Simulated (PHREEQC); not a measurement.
A solution holds 15 mmol/kgw ZnSO4, 0.031 mmol/kgw NaOH and 0.09 mmol/kgw H2SO4, at 25 °C. Closed to the air; pH follows from the charge balance.

All values are PHREEQC results (ion-association model, phreeqc.dat), not measurements.

Each row changes one thing in this solution. No solid was allowed to form.

| case | pH | ionic strength (mol/kgw) | SO4-2 (mol/kgw) | HSO4- (mol/kgw) | NaSO4- (mol/kgw) |
|---|---|---|---|---|---|
| as made | 4.05 | 0.0384 | 0.00921 | 4.69e-5 | 6.92e-7 |
| temperature from 25 to 45 °C | 4.12 | 0.0373 | 0.00897 | 6.17e-5 | 7.45e-7 |
| temperature from 25 to 30 °C | ___ | 0.0381 | 0.00914 | 5.03e-5 | 7.06e-7 |
| diluted 2-fold with water | ___ | 0.0212 | 0.00522 | 1.71e-5 | 2.29e-7 |
| ZnSO4 left out | 3.84 | 0.000268 | 8.88e-5 | 1.19e-6 | 1.28e-8 |
| ZnSO4 from 0.015 to 0.075 mol/kgw | 4.23 | 0.155 | 0.0314 | 7.62e-5 | 1.49e-6 |

### Question
Complete the blanks.

### Answer

- temperature from 25 to 30 °C, pH: 4.07
- diluted 2-fold with water, pH: 4.29

Species that the database lacks are ignored. At this temperature some constants are extrapolated from 25 °C, and those without enthalpy data are left unchanged.
